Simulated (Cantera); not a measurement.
A freely propagating, adiabatic, planar premixed flame of CH3OH : O2 : N2 = 1 : 1.97 : 6.51 (molar parts), unburnt at 325 K and 0.128 atm; mixture-averaged transport, grid criteria slope 0.08 and curve 0.16, no radiation.

Detailed kinetics in Cantera: GRI-Mech 3.0 (53 species, 325 reactions). GRI-Mech 3.0 was tuned for natural gas; its chemistry of methanol as a main component is partial and can be far from experiment. Burning velocities carry a grid error of a few per cent, more on coarse grids.

Problem. Predict: laminar burning velocity; thermal thickness; peak x(CH2CO); peak x(O); peak x(CH2O); peak x(CH3).

Solution. 
```json
{
  "laminar_burning_velocity": "52.3 cm/s",
  "thermal_thickness": "2.26 mm",
  "peak x(CH2CO)": "1.77e-6",
  "peak x(O)": "0.00702",
  "peak x(CH2O)": "0.00789",
  "peak x(CH3)": "7.64e-5"
}
```
